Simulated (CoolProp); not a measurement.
Model: reference Helmholtz-energy equation of state, Lemmon 2016, in CoolProp.

Problem. Give the vapour pressure (kPa), liquid density (kg/m³), liquid conductivity (mW/(m K)) of saturated R227EA at -67.45, -57.35, -36.95 °C.

Solution. 
```json
[
 {"T (°C)": "-67.45", "p (kPa)": "5.62", "liquid density (kg/m³)": "1710", "liquid conductivity (mW/(m K))": "82.1"},
 {"T (°C)": "-57.35", "p (kPa)": "11.4", "liquid density (kg/m³)": "1680", "liquid conductivity (mW/(m K))": "80.0"},
 {"T (°C)": "-36.95", "p (kPa)": "37.9", "liquid density (kg/m³)": "1610", "liquid conductivity (mW/(m K))": "75.3"}
]
```

Thermal conductivity comes from a separate model (Huber 2003), an estimate that may be off by 10 % or more.
